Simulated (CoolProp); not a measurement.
R410A along the isobar 1.39 MPa: fugacity coefficient from the reference equation and from simpler models built on Tc = 71.3 °C, pc = 4.901 MPa, ω = 0.296; each cubic takes its own stable root.

Values from CoolProp's reference Helmholtz-energy equation of state, Lemmon 2003. It is a pseudo-pure fit of the blend.

```tsv
T (°C)	phase	reference
-62.55	liquid	0.04033
-43.25	liquid	0.1063
-23.95	liquid	0.2321
-4.65	liquid	0.4381
53.15	gas	0.8744
72.45	gas	0.8980
91.75	gas	0.9161
111.05	gas	0.9304
130.35	gas	0.9418
149.65	gas	0.9510
168.95	gas	0.9586
188.25	gas	0.9649
207.55	gas	0.9702
226.85	gas	0.9747
```

Question: How far does each simpler model (Redlich-Kwong, Soave-Redlich-Kwong, Peng-Robinson) lie from the reference over these 14 states: mean and median of the absolute difference, and the worst?

Answer: 
- Redlich-Kwong: mean 22.7 %, median 0.5 %, worst +120.3 % at -62.55 °C and 1.39 MPa
- Soave-Redlich-Kwong: mean 1.2 %, median 0.6 %, worst +4.3 % at -4.65 °C and 1.39 MPa
- Peng-Robinson: mean 0.7 %, median 0.3 %, worst +2.3 % at -4.65 °C and 1.39 MPa
